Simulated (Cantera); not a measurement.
Charge: 1 mol CH3OH, 2.5 mol H2O, 1.4 mol N2, equilibrated at 1673 K and 7.50 Torr.

Cantera equilibrium calculation (NASA polynomials, part measured and part estimated; ideal gas, pure solids and liquids). Candidate condensed phases: C, C6H6, C7H8, C8H18, H2O; 136 gas species. Rates play no part.

Base state: H2O 0.328, H2 0.323, N2 0.203, CO 0.111, CO2 0.0340, H 0.000648, OH 3.16e-5 (mole fractions); condensed: gas only.

**Question.** What changes in the equilibrium state with this change: pressure from 7.50 Torr to 0.173 Torr?

**Answer.** 
```tsv
species	before	after
H2O	0.328	0.327
H2	0.323	0.321
N2	0.203	0.202
H	0.000648	0.00426
CO	0.111	0.111
CO2	0.0340	0.0341
OH	3.16e-5	0.000209
```
